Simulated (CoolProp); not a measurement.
Aqueous methanol as a coolant, 18 % by mass, freezing at -13.2 °C, 1 atm.

Computed with CoolProp (Melinder's fits for secondary coolants).

```json
[
 {"T (°C)": "-9.7", "viscosity (mPa s)": "4.76", "cp (kJ/(kg K))": "4.081", "Prandtl number": "42.2", "conductivity (W/(m K))": "0.460"},
 {"T (°C)": "-6.2", "viscosity (mPa s)": "4.05", "cp (kJ/(kg K))": "4.091", "Prandtl number": "35.7", "conductivity (W/(m K))": "0.464"},
 {"T (°C)": "-2.8", "viscosity (mPa s)": "3.49", "cp (kJ/(kg K))": "4.100", "Prandtl number": "30.6", "conductivity (W/(m K))": "0.468"},
 {"T (°C)": "0.6", "viscosity (mPa s)": "3.03", "cp (kJ/(kg K))": "4.108", "Prandtl number": "26.4", "conductivity (W/(m K))": "0.472"},
 {"T (°C)": "4.1", "viscosity (mPa s)": "2.64", "cp (kJ/(kg K))": "4.115", "Prandtl number": "22.9", "conductivity (W/(m K))": "0.476"},
 {"T (°C)": "7.5", "viscosity (mPa s)": "2.33", "cp (kJ/(kg K))": "4.121", "Prandtl number": "20.0", "conductivity (W/(m K))": "0.480"},
 {"T (°C)": "11", "viscosity (mPa s)": "2.06", "cp (kJ/(kg K))": "4.126", "Prandtl number": "17.6", "conductivity (W/(m K))": "0.484"},
 {"T (°C)": "14.4", "viscosity (mPa s)": "1.84", "cp (kJ/(kg K))": "4.129", "Prandtl number": "15.6", "conductivity (W/(m K))": "0.488"},
 {"T (°C)": "17.9", "viscosity (mPa s)": "1.65", "cp (kJ/(kg K))": "4.131", "Prandtl number": "13.8", "conductivity (W/(m K))": "0.492"},
 {"T (°C)": "21.3", "viscosity (mPa s)": "1.49", "cp (kJ/(kg K))": "4.131", "Prandtl number": "12.4", "conductivity (W/(m K))": "0.496"},
 {"T (°C)": "24.8", "viscosity (mPa s)": "1.35", "cp (kJ/(kg K))": "4.131", "Prandtl number": "11.1", "conductivity (W/(m K))": "0.499"},
 {"T (°C)": "28.2", "viscosity (mPa s)": "1.23", "cp (kJ/(kg K))": "4.129", "Prandtl number": "10.1", "conductivity (W/(m K))": "0.503"},
 {"T (°C)": "31.7", "viscosity (mPa s)": "1.12", "cp (kJ/(kg K))": "4.125", "Prandtl number": "9.12", "conductivity (W/(m K))": "0.507"},
 {"T (°C)": "35.1", "viscosity (mPa s)": "1.03", "cp (kJ/(kg K))": "4.121", "Prandtl number": "8.31", "conductivity (W/(m K))": "0.511"}
]
```
